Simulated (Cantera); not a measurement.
Feed: 1 mol B, 0.94 mol Cl₂, 8 mol N₂, equilibrated at 1277 °C and 5.60 bar.

These are equilibrium values from Cantera (NASA tables, ideal gas, pure condensed phases), not measurements of a reactor. Candidate condensed phases: B, BN; 10 gas species. The tables' values for BCl₂ are old estimates; treat these amounts as uncertain. Equilibrium is a limit: real reactors are often held back by kinetics, nucleation or transport.

Base state: N₂ 0.926, BCl₃ 0.0742, Cl 6.21e-5, BCl₂ 1.52e-5 (mole fractions); condensed: BN(s).

### Question
What changes in the equilibrium state with this change: pressure from 5.60 bar to 13.3 mbar?

### Answer
```tsv
species	before	after
N₂	0.926	0.925
BCl₃	0.0742	0.0735
Cl	6.21e-5	0.00127
BCl	6.44e-8	2.70e-5
BCl₂	1.52e-5	0.000310
BN(s), mol	0.373	0.376
```
The tables' values for BCl₂, BCl are old estimates; treat these amounts as uncertain.
